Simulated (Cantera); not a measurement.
**Ignition delay**

Mixture: 14.5 % CH₄, 0.998 % C₂H₆, 1.22 % C₃H₈, 17.5 % O₂, 65.8 % N₂, at 5.30 bar, adiabatic and at constant pressure. Ignition delay is the time to a rise of 400 K.

Cantera simulation using GRI-Mech 3.0 (53 species, 325 reactions); the numbers are that mechanism's predictions, not measurements.

| T0 (K) | delay (ms) |
|---|---|
| 1150 | 4.92 |
| 1250 | 1.36 |
| 1350 | 0.387 |
| 1450 | 0.127 |
| 1550 | 0.0498 |
| 1650 | 0.0229 |

```json
{
  "apparent activation energy between 1450 and 1650 K": "170 kJ/mol"
}
```
